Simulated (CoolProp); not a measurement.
Sulfur hexafluoride along the isobar 2.4 MPa: density (kg/m³) from the reference equation and from simpler models built on Tc = 318.7 K, pc = 3.755 MPa, ω = 0.210; each cubic takes its own stable root.

Model: reference Helmholtz-energy equation of state, Guder 2009, in CoolProp.

```tsv
T (K)	phase	reference	van der Waals	Redlich-Kwong	Soave-Redlich-Kwong	Peng-Robinson
229.5	liquid	1827	1183	1699	1752	1982
256.4	liquid	1683	1085	1528	1585	1795
283.2	liquid	1498	941.3	1297	1354	1532
310	gas	195.6	183.9	193.6	195.0	201.5
336.9	gas	157.3	155.7	158.8	157.4	161.7
363.7	gas	136.0	137.1	137.9	136.0	139.1
390.6	gas	121.3	123.3	123.2	121.1	123.6
417.4	gas	110.3	112.5	112.0	109.9	111.9
444.3	gas	101.4	103.7	103.0	101.0	102.7
471.1	gas	94.16	96.34	95.61	93.74	95.14
497.9	gas	88.03	90.08	89.34	87.59	88.79
524.8	gas	82.74	84.64	83.93	82.30	83.33
551.6	gas	78.14	79.90	79.22	77.71	78.61
578.5	gas	74.06	75.68	75.06	73.65	74.44
```
